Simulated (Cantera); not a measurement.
A closed system holds: 1 mol B2O3, a varied amount of H2O, 0.38 mol H2, equilibrated at 2350 K and 10.0 mbar.

These are equilibrium values from Cantera (NASA tables, ideal gas, pure condensed phases), not measurements of a reactor. Candidate condensed phases: B, B2O3, B3O3H3, H2O; 23 gas species. The numbers say what is thermodynamically allowed, not how fast it happens.

Question: At 0.48 mol H2O, list the 4 most abundant gas species with their mole fractions, and the condensed phases.

Answer: HBO2 0.357, B2O3 0.289, H2 0.151, H2O 0.0740. Condensed: gas only.
